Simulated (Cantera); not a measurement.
Input (Python, Cantera) and output of one run.

```python
import numpy as np
import cantera as ct

gas_names = """
    C CH CH2 CH3 CH4 C2 C2H C2H2,acetylene C2H2,vinylidene C2H3,vinyl C2H4 C2H5 C2H6 C3 C3H3,propargyl
    C3H4,allene C3H4,propyne C3H4,cyclo- C3H5,allyl C3H6,propylene C3H6,cyclo- C3H7,n-propyl
    C3H7,i-propyl C3H8 C4 C4H2 C4H4,1,3-cyclo- C4H6,butadiene C4H6,2-butyne C4H6,cyclo- C4H8,1-butene
    C4H8,cis2-buten C4H8,tr2-butene C4H8,isobutene C4H8,cyclo- C4H9,n-butyl C4H9,i-butyl C4H9,s-butyl
    C4H9,t-butyl C4H10,isobutane C4H10,n-butane C5 C5H6,1,3cyclo- C5H8,cyclo- C5H10,1-pentene
    C5H10,cyclo- C5H11,pentyl C5H11,t-pentyl C5H12,n-pentane C5H12,i-pentane CH3C(CH3)2CH3 C6H2
    C6H5,phenyl C6H6 C6H10,cyclo- C6H12,1-hexene C6H12,cyclo- C6H13,n-hexyl C7H7,benzyl C7H8
    C7H14,1-heptene C7H15,n-heptyl C7H16,n-heptane C8H8,styrene C8H10,ethylbenz C8H16,1-octene
    C8H17,n-octyl C8H18,isooctane C8H18,n-octane C9H19,n-nonyl C10H8,naphthale C10H21,n-decyl
    C12H9,o-bipheny C12H10,bipheny H H2 Si SiC SiC2 SiC4H12 SiH SiH2 SiH3 SiH4 Si2 Si2C Si3
""".split()
cond_names = """
    C(gr) C6H6(L) C7H8(L) C8H18(L),n-octa Si(cr) Si(L) SiC(b)
""".split()


def load(file, names, dense=False):
    # The tables refer to 1 bar. Condensed volumes are neglected.
    table = {s.name: s for s in ct.Species.list_from_file(file)}
    out = []
    for n in names:
        d = dict(table[n].input_data)
        d["thermo"] = dict(d["thermo"], **{"reference-pressure": 1e5})
        if dense:
            d["equation-of-state"] = {"model": "constant-volume", "density": "1e6 g/cm^3"}
        out.append(ct.Species.from_dict(d))
    return out


gas = ct.Solution(thermo="ideal-gas", species=load("nasa_gas.yaml", gas_names))
cond = {s.name: ct.Solution(thermo="fixed-stoichiometry", species=[s], name=s.name)
        for s in load("nasa_condensed.yaml", cond_names, dense=True)}
atoms = {
    'CH3SiH3': {'C': 1, 'H': 6, 'Si': 1},
    'C2H2': {'C': 2, 'H': 2},
    'H2': {'H': 2},
}
top_T = {'C(gr)': 4500, 'SiC(b)': 3050}  # K; cautious upper limits of use, not melting points


def equilibrate(T, P, feed):
    n = {}
    for name, mol in feed.items():
        for a, k in atoms[name].items():
            n[a] = n.get(a, 0.0) + k * mol
    gas.TPX = T, P, n
    mass = sum(n.values()) * gas.mean_molecular_weight
    gas.equilibrate("TP")
    valid = [c for c in cond.values() if c.min_temp <= T <= top_T.get(c.name, c.max_temp)]
    mix = ct.Mixture([(gas, mass / gas.mean_molecular_weight)] + [(c, 0.0) for c in valid])
    mix.T, mix.P = T, P
    mix.equilibrate("TP", solver="vcs", rtol=1e-11, max_steps=5000)
    return mix


results = []
feed = {'CH3SiH3': 1, 'C2H2': 0.18, 'H2': 3.4}  # mol
T = 1248  # K
P = 240  # Pa
mix = equilibrate(T, P, feed)
results.append((T, P, feed, dict(zip(mix.species_names, mix.species_moles))))
print(gas.report(threshold=1e-05))
for i in range(1, mix.n_phases):
    print(f"{mix.phase(i).name:16s} {mix.phase_moles(i):12.5e} mol")
```

It prints:

```
       temperature   1248 K
          pressure   240 Pa
           density   4.6637e-05 kg/m^3
  mean mol. weight   2.0164 kg/kmol
   phase of matter   gas

                          1 kg             1 kmol
                     ---------------   ---------------
          enthalpy        1.4041e+07        2.8311e+07  J
   internal energy        8.8945e+06        1.7935e+07  J
           entropy         1.107e+05         2.232e+05  J/K
    Gibbs function       -1.2411e+08       -2.5025e+08  J
 heat capacity c_p             15524             31303  J/K
 heat capacity c_v             11401             22989  J/K

                      mass frac. Y      mole frac. X     chem. pot. / RT
                     ---------------   ---------------   ---------------
               CH4        0.00021288        2.6755e-05           -50.097
                H2           0.99978           0.99996           -24.116
     [  +85 minor]         7.994e-06        9.7844e-06

C(gr)             3.59821e-01 mol
Si(cr)            0.00000e+00 mol
SiC(b)            1.00000e+00 mol
```

Cantera equilibrium calculation (NASA polynomials, part measured and part estimated; ideal gas, pure solids and liquids). The feed counts by its element totals alone.
